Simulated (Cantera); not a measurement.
A closed system holds: 1 mol Si₂H₆, 0.14 mol Cl₂, 3.2 mol N₂, equilibrated at 1073.15 K and 100000 Pa.

Equilibrium computed with Cantera from the NASA thermochemical tables; the gas is ideal and each condensed phase is pure. Candidate condensed phases: NH₄Cl, Si, Si₃N₄; 28 gas species. The feed counts by its element totals alone. N₂ is the only nitrogen source here; it is nearly inert below about 1500 K, so the nitride shown seldom forms there in practice. Rates play no part.

Base state: H₂ 0.571, N₂ 0.373, HCl 0.0559, NH₃ 9.75e-5, SiCl₄ 1.32e-5 (mole fractions); condensed: Si₃N₄(s).

Question: What changes in the equilibrium state with this change: Cl₂ from 0.14 to 0.47 mol?

Answer: 
```json
[
 {"species": "H₂", "before": "0.571", "after": "0.478"},
 {"species": "N₂", "before": "0.373", "after": "0.351"},
 {"species": "HCl", "before": "0.0559", "after": "0.169"},
 {"species": "SiCl₄", "before": "1.32e-5", "after": "0.00166"},
 {"species": "SiHCl₃", "before": "1.66e-6", "after": "5.75e-5"},
 {"species": "NH₃", "before": "9.75e-5", "after": "7.24e-5"},
 {"species": "Si₃N₄(s), mol", "before": "0.667", "after": "0.664"}
]
```
